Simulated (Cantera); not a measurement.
Input (Python, Cantera) and output of one run.

```python
import numpy as np
import cantera as ct

gas_names = """
    H HO2 H2 H2O H2O2 O OH O2 O3 Ti TiO TiO2
""".split()
cond_names = """
    H2O(s) H2O(L) Ti(a) Ti(b) Ti(L) TiO(a) TiO(b) TiO(L) TiO2(ru) TiO2(L) Ti2O3(a) Ti2O3(b) Ti2O3(L)
    Ti3O5(a) Ti3O5(b) Ti3O5(L) Ti4O7(s) Ti4O7(L)
""".split()


def load(file, names, dense=False):
    # The tables refer to 1 bar. Condensed volumes are neglected.
    table = {s.name: s for s in ct.Species.list_from_file(file)}
    out = []
    for n in names:
        d = dict(table[n].input_data)
        d["thermo"] = dict(d["thermo"], **{"reference-pressure": 1e5})
        if dense:
            d["equation-of-state"] = {"model": "constant-volume", "density": "1e6 g/cm^3"}
        out.append(ct.Species.from_dict(d))
    return out


gas = ct.Solution(thermo="ideal-gas", species=load("nasa_gas.yaml", gas_names))
cond = {s.name: ct.Solution(thermo="fixed-stoichiometry", species=[s], name=s.name)
        for s in load("nasa_condensed.yaml", cond_names, dense=True)}
atoms = {
    'TiO2': {'Ti': 1, 'O': 2},
    'H2': {'H': 2},
}
top_T = {}  # K; cautious upper limits of use, not melting points


def equilibrate(T, P, feed):
    n = {}
    for name, mol in feed.items():
        for a, k in atoms[name].items():
            n[a] = n.get(a, 0.0) + k * mol
    gas.TPX = T, P, n
    mass = sum(n.values()) * gas.mean_molecular_weight
    gas.equilibrate("TP")
    valid = [c for c in cond.values() if c.min_temp <= T <= top_T.get(c.name, c.max_temp)]
    mix = ct.Mixture([(gas, mass / gas.mean_molecular_weight)] + [(c, 0.0) for c in valid])
    mix.T, mix.P = T, P
    mix.equilibrate("TP", solver="vcs", rtol=1e-11, max_steps=5000)
    return mix


results = []
T = 1623  # K
P = 1100  # Pa
for m in [82, 140, 240, 420, 730, 1300, 2200]:
    feed = {'TiO2': 1, 'H2': m}  # mol
    mix = equilibrate(T, P, feed)
    results.append((T, P, feed, dict(zip(mix.species_names, mix.species_moles))))
    x = sorted(zip(gas.X, gas.species_names), reverse=True)
    print(f"T = {T:g} K  P = {P:g} Pa  n(H2) = {m:g} mol  gas = {mix.phase_moles(0):.4g} mol")
    print("   x: " + "  ".join(f"{s} {v:.3e}" for v, s in x if v > 0.0001))
    print("   condensed (mol): " + ("  ".join(f"{mix.phase(i).name} {mix.phase_moles(i):.4g}"
          for i in range(1, mix.n_phases) if mix.phase_moles(i) > 1e-12) or "none"))
```

Output:

```
T = 1623 K  P = 1100 Pa  n(H2) = 82 mol  gas = 82.03 mol
   x: H2 9.953e-01  H2O 4.064e-03  H 6.574e-04
   condensed (mol): Ti3O5(b) 0.3333
T = 1623 K  P = 1100 Pa  n(H2) = 140 mol  gas = 140 mol
   x: H2 9.970e-01  H2O 2.380e-03  H 6.580e-04
   condensed (mol): Ti3O5(b) 0.3333
T = 1623 K  P = 1100 Pa  n(H2) = 240 mol  gas = 240.1 mol
   x: H2 9.980e-01  H2O 1.388e-03  H 6.583e-04
   condensed (mol): Ti3O5(b) 0.3333
T = 1623 K  P = 1100 Pa  n(H2) = 420 mol  gas = 420.1 mol
   x: H2 9.985e-01  H2O 7.934e-04  H 6.585e-04
   condensed (mol): Ti3O5(b) 0.3333
T = 1623 K  P = 1100 Pa  n(H2) = 730 mol  gas = 730.2 mol
   x: H2 9.987e-01  H2O 6.847e-04  H 6.586e-04
   condensed (mol): Ti2O3(b) 0.5
T = 1623 K  P = 1100 Pa  n(H2) = 1300 mol  gas = 1300 mol
   x: H2 9.990e-01  H 6.587e-04  H2O 3.845e-04
   condensed (mol): Ti2O3(b) 0.5
T = 1623 K  P = 1100 Pa  n(H2) = 2200 mol  gas = 2201 mol
   x: H2 9.991e-01  H 6.587e-04  H2O 2.272e-04
   condensed (mol): Ti2O3(b) 0.5
```

Method: chemical equilibrium by Gibbs-energy minimisation in Cantera with the NASA 1993 tables (ideal gas, pure condensed phases).
